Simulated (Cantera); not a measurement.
Charge: 1 mol Fe₃O₄, 5 mol CH₄, 0.15 mol H₂, at 9.90 bar.

Equilibrium computed with Cantera from the NASA thermochemical tables; the gas is ideal and each condensed phase is pure. Candidate condensed phases: C, C₆H₆, C₇H₈, C₈H₁₈, Fe, Fe(CO)₅, FeO, Fe(OH)₂, Fe(OH)₃, Fe₂O₃, Fe₃O₄, H₂O; 114 gas species. Iron dissolves carbon and melts from about 1420 K in contact with it, which pure phases cannot show. Condensed phases not in the tables: cementite and carbon dissolved in iron. Kinetics and transport are ignored.

### Question
At 2173 K, list the 4 most abundant gas species with their mole fractions, and the condensed phases.

### Answer
H₂ 0.713, CO 0.283, C₂H₂ (acetylene) 0.00157, CH₄ 0.00140. Condensed: C(graphite) + Fe(l).
